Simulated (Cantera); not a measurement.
Input: 1 mol BN, 0.85 mol H₂O, 0.83 mol H₂, held at 1773.15 K.

These are equilibrium values from Cantera (NASA tables, ideal gas, pure condensed phases), not measurements of a reactor. Candidate condensed phases: B, BN, B₂O₃, B₃O₃H₃, H₂O; 39 gas species. Mutual solubility and eutectic melting of coexisting phases are not modelled. The numbers say what is thermodynamically allowed, not how fast it happens.

### Question
Which condensed phases are stable at each of these points (P (Pa)): 1, 3.60, 13, 46, 170, 600, 2200, 7700, 28000, 100000?

### Answer
```json
[
 {"P (Pa)": "1", "condensed phases": "B(s)", "B condensed (%)": "14.6"},
 {"P (Pa)": "3.60", "condensed phases": "BN(s)", "B condensed (%)": "15.0"},
 {"P (Pa)": "13", "condensed phases": "BN(s)", "B condensed (%)": "15.7"},
 {"P (Pa)": "46", "condensed phases": "BN(s)", "B condensed (%)": "17.9"},
 {"P (Pa)": "170", "condensed phases": "BN(s)", "B condensed (%)": "23.0"},
 {"P (Pa)": "600", "condensed phases": "BN(s)", "B condensed (%)": "29.9"},
 {"P (Pa)": "2200", "condensed phases": "BN(s)", "B condensed (%)": "36.5"},
 {"P (Pa)": "7700", "condensed phases": "BN(s) + B₂O₃(l)", "B condensed (%)": "72.6"},
 {"P (Pa)": "28000", "condensed phases": "BN(s) + B₂O₃(l)", "B condensed (%)": "90.1"},
 {"P (Pa)": "100000", "condensed phases": "BN(s) + B₂O₃(l)", "B condensed (%)": "95.7"}
]
```

At 1.00e-5 bar the condensed part is B(s). From 3.60e-5 bar to 0.0220 bar the condensed part is BN(s). From 0.0770 bar to 1.00 bar the condensed part is BN(s) + B₂O₃(l).
